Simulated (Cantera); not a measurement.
Charge: 1 mol BCl₃, a varied amount of O₂, 8.6 mol N₂, at 458 Torr.

Equilibrium computed with Cantera from the NASA thermochemical tables; the gas is ideal and each condensed phase is pure. Candidate condensed phases: B, BN, B₂O₃; 25 gas species. The tables' values for BCl₂ are old estimates. Rates play no part.

Stable condensed phases, one row left out:

```
T in °C \ n(O₂) in mol
         0.18 0.25 0.36 0.51 0.72    1  1.5  2.1
   1877     A    A    A    A    A    A    A    A
   1827     A    A    A    A    A    A    A    A
   1777     A    A    A    A    A    A    A    A
   1727     A    A    A    A    A    A    A    A
   1627     A    A    A    A    B    B    B    B
   1577     A    A    A    B    B    B    B    B
   1527     A    A    A    B    B    B    B    B
   1477     A    A    B    B    B    B    B    B
   1427     A    A    B    B    B    B    B    B
   1377     A    A    B    B    B    B    B    B
   1327     A    A    B    B    B    B    B    B
   1277     A    A    B    B    B    B    B    B
```

A: gas only; B: B₂O₃.

Task: Give the row for 1677 °C.

Result: 0.18: gas only; 0.25: gas only; 0.36: gas only; 0.51: gas only; 0.72: gas only; 1: gas only; 1.5: gas only; 2.1: gas only.
